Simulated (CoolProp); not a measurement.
Vapour-liquid equilibrium of CHF3 (R23) (1) + R134a (2) at -30.75 °C; x and y are mole fractions of (1).

Values from CoolProp's multi-fluid Helmholtz-energy mixture model, Penoncello 2003 and Tillner-Roth 1994; pair parameters Bell 2016.

```csv
x,bubble pressure (kPa),y at the bubble point,dew pressure at overall composition x (kPa),liquid density (mol/L)
0.05,120.4,0.346,85.42,13.81
0.125,179.3,0.585,92.23,14.09
0.2,238.9,0.708,100.2,14.38
0.275,299.7,0.784,109.7,14.67
0.35,361.9,0.835,121.1,14.97
0.425,425.8,0.873,135.1,15.27
0.5,491.5,0.901,152.8,15.58
0.575,559.1,0.924,175.7,15.89
0.65,628.7,0.943,206.5,16.19
0.725,700.2,0.958,250.3,16.50
0.8,773.9,0.972,317.0,16.79
0.875,849.8,0.983,430.5,17.07
0.95,928.1,0.994,659.9,17.33
```

No azeotrope shows between x = 0.05 and 0.95.

The pair parameters rest on a limited set of measurements; away from them the model extrapolates.
